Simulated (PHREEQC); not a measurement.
Consider water at 25 °C with 0.00053 mol/kgw Na2HAsO4. Closed to the air; pH follows from the charge balance.

The numbers come from PHREEQC with the ion-association model, wateq4f.dat.

Each row changes one thing in this solution. Precipitation was switched off in this run.

```tsv
case	pH	ionic strength (mol/kgw)	H2AsO4- (mol/kgw)	AsO4-3 (mol/kgw)
as made	8.87	0.00158	8.86e-6	1.08e-6
9e-05 mol/kgw NiSO4 added	8.68	0.00192	1.35e-5	7.01e-7
diluted 5-fold with water	8.56	0.000314	3.81e-6	9.22e-8
Na2HAsO4 from 0.00053 to 0.00106 mol/kgw	8.98	0.00317	1.32e-5	3.03e-6
Na2HAsO4 from 0.00053 to 5.3e-05 mol/kgw	8.42	0.000156	2.67e-6	3.15e-8
```

Species that the database lacks are ignored. Some of these states are supersaturated (in Ni(OH)2, Ni3(AsO4)2:8H2O, for instance). The database has no arsenate complexes of Ni.
